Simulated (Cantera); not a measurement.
An isothermal plug-flow reactor at 598 K and 1.01 bar (inlet), inlet velocity 0.23 m/s, active area per volume 730 1/m; feed 0.519 % CO, 4.62 % O2, 89.1 % N2, 5.75 % H2O, equivalence ratio 0.056.

Cantera simulation using Deutschmann's 1995 Pt surface mechanism with GRI-Mech 3.0 gas chemistry; the numbers are that mechanism's predictions, not measurements. Catalytic surfaces can have several steady states; this one follows from the mechanism file's or the stated starting coverage. Mass transfer to the wall is taken as infinitely fast.

### Question
Predict: x(CO) at z = 0.004 m; x(O2) at z = 0.004 m; x(H2O) at z = 0.004 m; x(CO2) at z = 0.004 m; θ(free Pt) at the exit; θ(O*) at the exit; θ(OH*) at the exit; θ(CO*) at the exit.

### Answer
```
Quantity                  Value
----------------------  -------
x(CO) at z = 0.004 m    0.00269
x(O2) at z = 0.004 m     0.0450
x(H2O) at z = 0.004 m    0.0576
x(CO2) at z = 0.004 m   0.00251
θ(free Pt) at the exit  0.00449
θ(O*) at the exit         0.987
θ(OH*) at the exit      0.00706
θ(CO*) at the exit      0.00175
```
